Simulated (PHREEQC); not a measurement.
PHREEQC input (ion-association model, wateq4f.dat):

```
SOLUTION_MASTER_SPECIES
  An  An-  0  An  62.0  # stands for a non-complexing anion
SOLUTION_SPECIES
  An- = An-
    -log_k 0
    -gamma 3.0 0
PHASES
  Fix_H+
    H+ = H+
    -log_k 0
SOLUTION 1
  temp 25
  units mmol/kgw
  pH 7 charge
  Na 10
  An 10
END
SELECTED_OUTPUT 1
  -reset false
  -pH true
  -pe true
  -ionic_strength true
  -water true
  -totals Na
  -molalities Hfo_wOH Hfo_wOH2+ Hfo_wO- Hfo_sOH Hfo_sOH2+ Hfo_sO-
USER_PUNCH 1
  -headings sigma psi
  10 PUNCH EDL("sigma", "Hfo"), EDL("psi", "Hfo")
PRINT
  -reset false
USE solution 1
SURFACE 1
  Hfo_wOH 0.00404494 600 1.8
  Hfo_sOH 0.000101124
EQUILIBRIUM_PHASES 1
  Fix_H+ -3 HAn 10
    -force_equality true
  O2(g) -0.68 10
END
# ... the last block is repeated for the other 16 points of pH, with NaOH or the acid as the point needs
```

Selected output (columns that matter, 17 of 17 rows; pH added in front):

```
pH	mu	Na	m_Hfo_wOH	m_Hfo_wOH2+	m_Hfo_wO-	m_Hfo_sOH	m_Hfo_sOH2+	m_Hfo_sO-	sigma	psi
3	0.012947	0.01	0.00044864	0.003595	1.2826e-06	1.1216e-05	8.9876e-05	3.2065e-08	0.32911	0.20031
3.5	0.011921	0.01	0.00096188	0.0030762	6.8902e-06	2.4047e-05	7.6905e-05	1.7226e-07	0.28108	0.19433
4	0.01135	0.01	0.0015783	0.0024433	2.3356e-05	3.9457e-05	6.1083e-05	5.839e-07	0.22162	0.1834
4.5	0.010952	0.01	0.0021413	0.0018467	5.688e-05	5.3533e-05	4.6169e-05	1.422e-06	0.16391	0.16885
5	0.010657	0.01	0.002565	0.00137	0.00011002	6.4125e-05	3.4249e-05	2.7504e-06	0.11538	0.15158
5.5	0.010438	0.01	0.0028374	0.0010281	0.0001794	7.0937e-05	2.5702e-05	4.485e-06	0.077722	0.13197
6	0.010281	0.01	0.0029883	0.00080142	0.00025526	7.4707e-05	2.0036e-05	6.3814e-06	0.050018	0.11012
6.5	0.010171	0.01	0.0030603	0.0006591	0.00032552	7.6508e-05	1.6478e-05	8.1381e-06	0.030549	0.086179
7	0.010097	0.01	0.0030905	0.00057179	0.00038267	7.7263e-05	1.4295e-05	9.5667e-06	0.01732	0.060504
7.5	0.010046	0.01	0.0031017	0.00051669	0.00042655	7.7543e-05	1.2917e-05	1.0664e-05	0.0082556	0.033622
8	0.010008	0.01	0.0031049	0.00047762	0.0004624	7.7623e-05	1.1941e-05	1.156e-05	0.0013945	0.006091
8.5	0.010032	0.01006	0.0031038	0.00044288	0.0004983	7.7594e-05	1.1072e-05	1.2458e-05	-0.0050756	-0.021556
9	0.010084	0.010156	0.0030969	0.00040335	0.0005447	7.7422e-05	1.0084e-05	1.3618e-05	-0.012945	-0.04879
9.5	0.01017	0.010305	0.003077	0.0003523	0.00061566	7.6925e-05	8.8074e-06	1.5392e-05	-0.024119	-0.075056
10	0.010339	0.010567	0.0030265	0.00028683	0.00073157	7.5663e-05	7.1709e-06	1.8289e-05	-0.040729	-0.099778
10.5	0.010717	0.011082	0.0029118	0.00021055	0.00092252	7.2796e-05	5.2638e-06	2.3063e-05	-0.065202	-0.12241
11	0.011684	0.012249	0.0026776	0.00013308	0.0012342	6.6941e-05	3.3271e-06	3.0854e-05	-0.10084	-0.14235
```

Complexes and solids missing from the database can't appear. The oxide is taken as insoluble; below pH 4 it would dissolve.
